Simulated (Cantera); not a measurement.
Input: 1 mol C2H6, 0.012 mol NH3, equilibrated at 37.0 Pa.

These are equilibrium values from Cantera (NASA tables, ideal gas, pure condensed phases), not measurements of a reactor. Candidate condensed phases: C, C6H6, C7H8, C8H18; 92 gas species. Kinetics and transport are ignored. All values below are at 525 °C.

Base state: H2 0.998, N2 0.00199, CH4 0.000511 (mole fractions); condensed: C(graphite).

Task: What changes in the equilibrium state with this change: NH3 from 0.012 to 0.035 mol?

Result: 
```json
[
 {"species": "H2", "before": "0.998", "after": "0.994"},
 {"species": "N2", "before": "0.00199", "after": "0.00570"},
 {"species": "CH4", "before": "0.000511", "after": "0.000508"},
 {"species": "C(graphite), mol", "before": "2.00", "after": "2.00"}
]
```
